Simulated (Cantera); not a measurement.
What does this Cantera script print?

```python
import numpy as np
import cantera as ct

gas_names = """
    CL CLO CL2 Mg MgCL MgCL2 MgO Mg2 O O2 O3 Si SiCL SiCL2 SiCL3 SiCL4 SiO SiO2 Si2 Si3
""".split()
cond_names = """
    Mg(cr) Mg(L) MgCL2(s) MgCL2(L) MgO(s) MgO(L) MgSiO3(I) MgSiO3(II) MgSiO3(III) MgSiO3(L) Mg2SiO4(s)
    Mg2SiO4(L) Si(cr) Si(L) SiO2(Lqz) SiO2(hqz) SiO2(L)
""".split()


# ... load() reads the species with a 1 bar reference pressure and builds the phases ...
atoms = {
    'MgO': {'Mg': 1, 'O': 1},
    'SiCl4': {'Si': 1, 'CL': 4},
    'O2': {'O': 2},
}
top_T = {}  # K; cautious upper limits of use, not melting points


# ... equilibrate(T, P, feed) seeds the gas with the atoms and calls Mixture.equilibrate('TP', solver="vcs", rtol=1e-11, max_steps=5000) ...
results = []
feed = {'MgO': 1, 'SiCl4': 2.9, 'O2': 1.5}  # mol
T = 673  # K
P = 133.322  # Pa
mix = equilibrate(T, P, feed)
results.append((T, P, feed, dict(zip(mix.species_names, mix.species_moles))))
x = sorted(zip(gas.X, gas.species_names), reverse=True)
print(f"T = {T:g} K  P = {P:g} Pa  gas = {mix.phase_moles(0):.4g} mol")
print("   x: " + "  ".join(f"{s} {v:.3e}" for v, s in x if v > 1e-05))
print("   condensed (mol): " + ("  ".join(f"{mix.phase(i).name} {mix.phase_moles(i):.4g}"
      for i in range(1, mix.n_phases) if mix.phase_moles(i) > 1e-12) or "none"))
```

It prints:

```
T = 673 K  P = 133.322 Pa  gas = 3.9 mol
   x: CL2 7.692e-01  SiCL4 2.308e-01
   condensed (mol): MgCL2(s) 1  SiO2(Lqz) 2
```

Method: chemical equilibrium by Gibbs-energy minimisation in Cantera with the NASA 1993 tables (ideal gas, pure condensed phases). Condensed phases not in the tables: alloys, solid solutions and most ternary compounds.
